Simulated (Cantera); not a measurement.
A closed system holds: 1 mol MgCl2, 0.62 mol O2, 13 mol N2, held at 0.770 bar.

Equilibrium computed with Cantera from the NASA thermochemical tables; the gas is ideal and each condensed phase is pure. Candidate condensed phases: Mg, MgCl2, MgO; 18 gas species. The numbers say what is thermodynamically allowed, not how fast it happens.

At 2073 K, list the 4 most abundant gas species with their mole fractions, and the condensed phases.

N2 0.881, MgCl2 0.0536, O2 0.0329, Cl 0.0273. Condensed: MgO(s).
